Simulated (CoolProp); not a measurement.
The fluid at 293.15 K and 1.07 MPa is throttled through a valve to 0.516 MPa with no heat exchange. The same conditions are run with several fluids, on thermodynamics alone (safety and materials aside).

The numbers come from the reference Helmholtz-energy equation of state of each fluid (R410A: Lemmon 2003; carbon dioxide: Span 1996; C2F6 (R116): Lemmon 2006; ethane: Bücker 2006; carbon monoxide: Lemmon 2006) in CoolProp. Blends and air are pseudo-pure fits.

Question: Rank R410A, carbon dioxide, C2F6 (R116), ethane, carbon monoxide by temperature change (K), highest first.

Answer: carbon monoxide (-1.4), C2F6 (R116) (-5.5), carbon dioxide (-6.5), ethane (-6.9), R410A (-13.2)

```tsv
fluid	final density (kg/m³)
R410A	17.7
carbon dioxide	9.82
C2F6 (R116)	31.8
ethane	6.83
carbon monoxide	5.97
```
